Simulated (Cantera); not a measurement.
Feed: 1 mol FeS, 0.23 mol SO2, 0.044 mol CO2, equilibrated at 0.100 bar.

Method: chemical equilibrium by Gibbs-energy minimisation in Cantera with the NASA 1993 tables (ideal gas, pure condensed phases). Candidate condensed phases: C, Fe, Fe(CO)5, FeO, FeS, FeSO4, FeS2, Fe2O3, Fe2(SO4)3, Fe3O4, S; 25 gas species. Metal and sulfide melt together well below either melting point, which pure phases cannot show. Mutual solubility and eutectic melting of coexisting phases are not modelled. The tables' stoichiometric FeO is somewhat more stable than real wüstite, so its field is too wide. FeO, FeS: taken at fixed stoichiometry. Gases not in the tables: S3 to S7. Rates play no part.

x: gas mole fraction; n: condensed amount in mol.

```
T (K)  x SO2  x CO2     x S2      x CO     x S2O  n FeS(s)  n FeS2(s)  n Fe3O4(s)  n FeO(s)
-----  -----  -----  -------  --------  --------  --------  ---------  ----------  --------
825    0.175  0.821  0.00360  0.000132  0.000223     0.118      0.551       0.110         0
875    0.821  0.160   0.0170   4.12e-5   0.00149     0.994          0     0.00199         0
925    0.816  0.160   0.0225   9.44e-5   0.00179     0.992          0     0.00263         0
975    0.809  0.159   0.0290  0.000199   0.00210     0.990          0     0.00339         0
1025   0.802  0.159   0.0366  0.000389   0.00242     0.987          0     0.00426         0
1075   0.793  0.158   0.0450  0.000715   0.00276     0.984          0     0.00524         0
1125   0.783  0.157   0.0543   0.00124   0.00310     0.981          0     0.00633         0
1175   0.773  0.156        …         …         …     0.977          0           …         0
1225   0.762  0.155        …         …         …     0.974          0           …         0
1275   0.751  0.152   0.0865   0.00492   0.00410     0.969          0      0.0102         0
1325   0.738  0.150   0.0982   0.00719   0.00441     0.965          0      0.0116         0
1375   0.715  0.143    0.124    0.0103   0.00510     0.950          0           0    0.0502
```

Q: Fill in the missing entries.

A: 
- 1225, x S2: 0.0752
- 1225, x CO: 0.00324
- 1225, x S2O: 0.00377
- 1225, n Fe3O4(s): 0.00881
- 1175, x S2: 0.0644
- 1175, x CO: 0.00205
- 1175, x S2O: 0.00344
- 1175, n Fe3O4(s): 0.00752
